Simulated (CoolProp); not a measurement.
Vapour-liquid equilibrium of fluoroethane (R161) (1) + R1234yf (2) at 4.43 bar; x and y are mole fractions of (1).

Model: multi-fluid Helmholtz-energy mixture model, Wu 2012 and Lemmon 2022; pair parameters Bell 2016, in CoolProp.

```json
[
 {"x": "0.05", "bubble temperature (°C)": "9.6", "y at the bubble point": "0.069", "dew temperature at overall composition x (°C)": "9.8", "liquid density (mol/L)": "10.23"},
 {"x": "0.125", "bubble temperature (°C)": "8.5", "y at the bubble point": "0.167", "dew temperature at overall composition x (°C)": "9.0", "liquid density (mol/L)": "10.55"},
 {"x": "0.2", "bubble temperature (°C)": "7.5", "y at the bubble point": "0.259", "dew temperature at overall composition x (°C)": "8.2", "liquid density (mol/L)": "10.89"},
 {"x": "0.275", "bubble temperature (°C)": "6.5", "y at the bubble point": "0.345", "dew temperature at overall composition x (°C)": "7.3", "liquid density (mol/L)": "11.24"},
 {"x": "0.35", "bubble temperature (°C)": "5.6", "y at the bubble point": "0.425", "dew temperature at overall composition x (°C)": "6.5", "liquid density (mol/L)": "11.61"},
 {"x": "0.425", "bubble temperature (°C)": "4.8", "y at the bubble point": "0.501", "dew temperature at overall composition x (°C)": "5.6", "liquid density (mol/L)": "12.00"},
 {"x": "0.5", "bubble temperature (°C)": "4.0", "y at the bubble point": "0.572", "dew temperature at overall composition x (°C)": "4.8", "liquid density (mol/L)": "12.41"},
 {"x": "0.575", "bubble temperature (°C)": "3.3", "y at the bubble point": "0.640", "dew temperature at overall composition x (°C)": "4.0", "liquid density (mol/L)": "12.84"},
 {"x": "0.65", "bubble temperature (°C)": "2.7", "y at the bubble point": "0.706", "dew temperature at overall composition x (°C)": "3.3", "liquid density (mol/L)": "13.29"},
 {"x": "0.725", "bubble temperature (°C)": "2.1", "y at the bubble point": "0.770", "dew temperature at overall composition x (°C)": "2.5", "liquid density (mol/L)": "13.77"},
 {"x": "0.8", "bubble temperature (°C)": "1.6", "y at the bubble point": "0.832", "dew temperature at overall composition x (°C)": "1.9", "liquid density (mol/L)": "14.28"},
 {"x": "0.875", "bubble temperature (°C)": "1.1", "y at the bubble point": "0.895", "dew temperature at overall composition x (°C)": "1.3", "liquid density (mol/L)": "14.81"},
 {"x": "0.95", "bubble temperature (°C)": "0.7", "y at the bubble point": "0.958", "dew temperature at overall composition x (°C)": "0.7", "liquid density (mol/L)": "15.38"}
]
```

No azeotrope shows between x = 0.05 and 0.95.

Pair parameters are fitted to limited data, so mixtures are less certain than the pure fluids.
